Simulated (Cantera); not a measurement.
# Low-pressure radical oxidation in H2/O2

A perfectly stirred reactor is fed with 2.63 % H2, 97.4 % O2, equivalence ratio 0.013, at 20.0 Torr; it is held at 1350 K, and followed from long to short residence time.

Detailed kinetics in Cantera: the H2/O2 subset of GRI-Mech 3.0, which has no nitrogen chemistry. Radical loss at walls, strong at low pressure, is not modelled.

```
τ (s)       x H2   x O2   x H2O      x OH    x HO2   x H2O2       x H
------  --------  -----  ------  --------  -------  -------  --------
5.4      1.71e-5  0.972  0.0263  0.000543  3.63e-7  1.75e-8   1.07e-5
1.3      4.06e-5  0.971  0.0261  0.000861  6.76e-7  2.79e-8   4.29e-5
0.32     9.25e-5  0.969  0.0257   0.00132  1.13e-6  4.08e-8  0.000156
0.079   0.000203  0.964  0.0251   0.00194  1.69e-6  5.42e-8  0.000485
0.019   0.000443  0.958  0.0241   0.00262  2.21e-6  6.68e-8   0.00113
0.0047   0.00107  0.954  0.0227   0.00332  2.62e-6  8.37e-8   0.00184
0.0012   0.00304  0.954  0.0200   0.00422  2.97e-6  1.15e-7   0.00237
```
x: mole fraction; the columns are a selection and need not sum to one.
